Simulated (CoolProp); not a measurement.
A single-stage vapour-compression cycle with carbonyl sulfide: evaporating at 314.15 K (dew point), condensing at 358.15 K (bubble point), superheat 5 K, subcooling 8 K, compressor efficiency 0.75, no pressure losses. Each further row changes one setting.

Values from CoolProp's reference Helmholtz-energy equation of state, Lemmon 2006. It is a short technical equation, of lower accuracy than the large ones.

```json
[
 {"case": "as stated", "cooling COP": "4.01", "pressure ratio": "2.39", "discharge temperature (K)": "398.8", "refrigerating effect (kJ/kg)": "174", "volumetric capacity (kJ/m³)": "9210"},
 {"case": "evaporating temperature 319.15 K", "cooling COP": "[?]", "pressure ratio": "[?]", "discharge temperature (K)": "394.1", "refrigerating effect (kJ/kg)": "[?]", "volumetric capacity (kJ/m³)": "10400"},
 {"case": "condensing temperature 353.15 K", "cooling COP": "[?]", "pressure ratio": "[?]", "discharge temperature (K)": "390.0", "refrigerating effect (kJ/kg)": "183", "volumetric capacity (kJ/m³)": "9670"},
 {"case": "subcooling 13 K", "cooling COP": "4.22", "pressure ratio": "2.39", "discharge temperature (K)": "398.8", "refrigerating effect (kJ/kg)": "183", "volumetric capacity (kJ/m³)": "[?]"},
 {"case": "superheat 15 K", "cooling COP": "3.97", "pressure ratio": "2.39", "discharge temperature (K)": "[?]", "refrigerating effect (kJ/kg)": "184", "volumetric capacity (kJ/m³)": "9160"},
 {"case": "compressor efficiency 0.65", "cooling COP": "3.47", "pressure ratio": "2.39", "discharge temperature (K)": "404.9", "refrigerating effect (kJ/kg)": "174", "volumetric capacity (kJ/m³)": "9210"}
]
```

### Question
Some entries are withheld; supply them.

### Answer

- evaporating temperature 319.15 K, cooling COP: 4.67
- evaporating temperature 319.15 K, pressure ratio: 2.14
- evaporating temperature 319.15 K, refrigerating effect (kJ/kg): 175
- condensing temperature 353.15 K, cooling COP: 4.71
- condensing temperature 353.15 K, pressure ratio: 2.19
- subcooling 13 K, volumetric capacity (kJ/m³): 9690
- superheat 15 K, discharge temperature (K): 410.4
